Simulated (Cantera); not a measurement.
Feed: 1 mol Ti, 0.18 mol CH₄, equilibrated at 10.0 mbar.

Cantera equilibrium calculation (NASA polynomials, part measured and part estimated; ideal gas, pure solids and liquids). Candidate condensed phases: C, C₆H₆, C₇H₈, C₈H₁₈, Ti, TiC; 77 gas species. Mutual solubility and eutectic melting of coexisting phases are not modelled. TiC: taken at fixed stoichiometry. Condensed phases not in the tables: N, O or C dissolved in the metal. Rates play no part. All values below are at 1725 °C.

Base state: H₂ 0.983, H 0.0159, Ti 0.000968 (mole fractions); condensed: Ti(l) + TiC(s).

Task: What changes in the equilibrium state with this change: pressure from 10.0 mbar to 0.100 bar?

Result: 
```json
[
 {"species": "H₂", "before": "0.983", "after": "0.995"},
 {"species": "H", "before": "0.0159", "after": "0.00506"},
 {"species": "Ti", "before": "0.000968", "after": "9.68e-5"},
 {"species": "Ti(l), mol", "before": "0.820", "after": "0.820"},
 {"species": "TiC(s), mol", "before": "0.180", "after": "0.180"}
]
```
